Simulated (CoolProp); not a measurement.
Vapour-liquid equilibrium of CHF3 (R23) (1) + R113 (2) at 251.4 K; x and y are mole fractions of (1).

Computed with CoolProp (multi-fluid Helmholtz-energy mixture model, Penoncello 2003 and Marx 1992; pair parameters Bell 2016).

| x | bubble pressure, mixture model (MPa) | bubble pressure, Raoult's law (MPa) | y, mixture model | y, Raoult's law |
|---|---|---|---|---|
| 0.05 | 0.1275 | 0.07048 | 0.963 | 0.937 |
| 0.125 | 0.3257 | 0.1692 | 0.985 | 0.976 |
| 0.2 | 0.5190 | 0.2678 | 0.990 | 0.986 |
| 0.275 | 0.6875 | 0.3665 | 0.993 | 0.991 |
| 0.35 | 0.8194 | 0.4652 | 0.994 | 0.993 |
| 0.425 | 0.9126 | 0.5639 | 0.994 | 0.995 |
| 0.5 | 0.9731 | 0.6626 | 0.995 | 0.996 |
| 0.575 | 1.011 | 0.7613 | 0.995 | 0.997 |
| 0.65 | 1.038 | 0.8600 | 0.995 | 0.998 |
| 0.725 | 1.066 | 0.9586 | 0.995 | 0.999 |
| 0.8 | 1.104 | 1.057 | 0.996 | 0.999 |
| 0.875 | 1.160 | 1.156 | 0.997 | 0.999 |
| 0.95 | 1.244 | 1.255 | 0.998 | 1.000 |

The largest gap from Raoult's law is +93.8 % in bubble pressure, at x = 0.2. No azeotrope shows between x = 0.05 and 0.95.

Pair parameters are fitted to limited data, so mixtures are less certain than the pure fluids. The gap from Raoult's law changes sign with composition, which may be real or a fault of the pair parameters; it wasn't checked against measurements. With so large a gap from Raoult's law the liquid may split in two, which this calculation doesn't test in full.
